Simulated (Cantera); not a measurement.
**CuO + H₂ (hydrogen reduction and annealing atmospheres)**

A closed system holds: 1 mol CuO, 1.6 mol H₂, equilibrated at 1775 K.

Method: chemical equilibrium by Gibbs-energy minimisation in Cantera with the NASA 1993 tables (ideal gas, pure condensed phases). Candidate condensed phases: Cu, CuO, Cu(OH)₂, Cu₂O, H₂O; 12 gas species. The numbers say what is thermodynamically allowed, not how fast it happens.

From 0.0750 Torr to 0.315 Torr nothing is condensed. From 1.35 Torr to 7500 Torr the condensed part is Cu(l). The main Cu-bearing gas is Cu throughout.

| P (Pa) | log p H₂O | log p Cu | log p H₂ | log p H | log p OH | log p Cu₂ | log p O | n Cu(l) |
|---|---|---|---|---|---|---|---|---|
| 10 | -4.42 | -4.42 | -4.65 | -5.86 | -6.84 | -8.21 | -8.16 | 0 |
| 42 | -3.79 | -3.79 | -4.02 | -5.55 | -6.53 | -6.96 | -8.16 | 0 |
| 180 | -3.06 | -3.39 | -3.28 | -5.18 | -6.16 | -6.16 | -8.17 | 0.534 |
| 750 | -2.35 | -3.39 | -2.58 | -4.83 | -5.81 | -6.16 | -8.17 | 0.909 |
| 3200 | -1.70 | -3.39 | -1.93 | -4.50 | -5.49 | -6.16 | -8.17 | 0.979 |
| 13000 | -1.09 | -3.39 | -1.31 | -4.20 | -5.18 | -6.16 | -8.17 | 0.995 |
| 56000 | -0.46 | -3.39 | -0.68 | -3.88 | -4.86 | -6.16 | -8.17 | 0.999 |
| 240000 | 0.18 | -3.39 | -0.05 | -3.56 | -4.55 | -6.16 | -8.17 | 1.000 |
| 1000000 | 0.80 | -3.39 | 0.57 | -3.25 | -4.24 | -6.16 | -8.17 | 1.000 |
log p: log10 of the partial pressure in bar; n: condensed amount in mol.
